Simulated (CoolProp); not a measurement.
R114 along the isotherm 278.2 K: density (kg/m³) from the reference equation and from simpler models built on Tc = 420.6 K, pc = 3.352 MPa, ω = 0.252; each cubic takes its own stable root.

Computed with CoolProp (reference Helmholtz-energy equation of state, Platzer 1990). This equation is an older, rougher fit; its heat capacities, sound speeds and derivatives of the liquid may be far off and weren't checked against measurements.

```json
[
 {"p (MPa)": "0.838", "phase": "liquid", "reference": "1517", "van der Waals": "969.1", "Redlich-Kwong": "1415", "Peng-Robinson": "1656"},
 {"p (MPa)": "1.68", "phase": "liquid", "reference": "?", "van der Waals": "977.4", "Redlich-Kwong": "1421", "Peng-Robinson": "1660"},
 {"p (MPa)": "2.51", "phase": "liquid", "reference": "1522", "van der Waals": "984.9", "Redlich-Kwong": "1427", "Peng-Robinson": "?"},
 {"p (MPa)": "3.35", "phase": "liquid", "reference": "1525", "van der Waals": "992.0", "Redlich-Kwong": "1433", "Peng-Robinson": "?"}
]
```

**Question.** Complete the blanks.

**Answer.** 
- 1.68, reference: 1519
- 2.51, Peng-Robinson: 1665
- 3.35, Peng-Robinson: 1669
